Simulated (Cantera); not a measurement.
An adiabatic, constant-volume homogeneous reactor starts with CO : H2 : O2 : N2 : H2O = 1 : 1.5 : 0.781 : 8.59 : 2.7 (molar parts), at 1225 K and 6.22 atm. Integrator tolerance rtol = 1e-08.

Computed with Cantera and GRI-Mech 3.0 (53 species, 325 reactions). The hydrogen kinetics of GRI-Mech 3.0 are dated; newer H2 mechanisms differ, most at raised pressure.

**Question.** What does this change do: initial temperature 1225 to 1398 K?

**Answer.** 
```csv
quantity,before,after
time of steepest temperature rise,0.178 ms,14.5 µs
temperature at 5.00 s,2142 K,2286 K
equilibrium temperature,2142 K,2286 K
x(CO) at 5.00 s,0.0303 (gas-phase equilibrium 0.0303),0.0314 (gas-phase equilibrium 0.0314)
x(H2) at 5.00 s,0.0377 (gas-phase equilibrium 0.0377),0.0368 (gas-phase equilibrium 0.0368)
x(O2) at 5.00 s,3.01e-6 (gas-phase equilibrium 3.01e-6),2.01e-5 (gas-phase equilibrium 2.01e-5)
x(H2O2) at 5.00 s,4.32e-9 (gas-phase equilibrium 4.32e-9),1.60e-8 (gas-phase equilibrium 1.60e-8)
x(H2O) at 5.00 s,0.267 (gas-phase equilibrium 0.267),0.267 (gas-phase equilibrium 0.267)
```

**Question.** What does this change do: pressure from 6.22 atm to 1.00 atm?

**Answer.** 
| quantity | before | after |
|---|---|---|
| time of steepest temperature rise | 0.178 ms | 0.129 ms |
| temperature at 5.00 s | 2142 K | 2137 K |
| equilibrium temperature | 2142 K | 2137 K |
| x(CO) at 5.00 s | 0.0303 (gas-phase equilibrium 0.0303) | 0.0303 (gas-phase equilibrium 0.0303) |
| x(H2) at 5.00 s | 0.0377 (gas-phase equilibrium 0.0377) | 0.0378 (gas-phase equilibrium 0.0378) |
| x(O2) at 5.00 s | 3.01e-6 (gas-phase equilibrium 3.01e-6) | 1.73e-5 (gas-phase equilibrium 1.73e-5) |
| x(H2O2) at 5.00 s | 4.32e-9 (gas-phase equilibrium 4.32e-9) | 4.07e-9 (gas-phase equilibrium 4.07e-9) |
| x(H2O) at 5.00 s | 0.267 (gas-phase equilibrium 0.267) | 0.266 (gas-phase equilibrium 0.266) |
